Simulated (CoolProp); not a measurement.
Computed with CoolProp (reference Helmholtz-energy equation of state, Akasaka 2019).

Q: Give the vapour pressure (kPa), liquid density (kg/m³), vapour density (kg/m³), enthalpy of vaporisation (kJ/kg) of saturated R1234ze(Z) at 376.5 K.

A: 
| T (K) | p (kPa) | liquid density (kg/m³) | vapour density (kg/m³) | enthalpy of vaporisation (kJ/kg) |
|---|---|---|---|---|
| 376.5 | 1450 | 966 | 75.3 | 140 |
